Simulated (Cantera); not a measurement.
Input: 1 mol Al, 0.33 mol H₂O, 140 mol N₂, equilibrated at 3.23 Torr.

Cantera equilibrium calculation (NASA polynomials, part measured and part estimated; ideal gas, pure solids and liquids). Candidate condensed phases: Al, AlN, Al₂O₃, H₂O; 35 gas species. Equilibrium is a limit: real reactors are often held back by kinetics, nucleation or transport. All values below are at 800 K.

Base state: N₂ 0.998, H₂ 0.00236 (mole fractions); condensed: AlN(s) + Al₂O₃(s).

### Question
What changes in the equilibrium state with this change: H₂O from 0.33 to 17 mol?

### Answer
```tsv
species	before	after
N₂	0.998	0.892
H₂O	<1e-9	0.0987
H₂	0.00236	0.00955
AlN(s), mol	0.780	0
Al₂O₃(s), mol	0.110	0.500
```
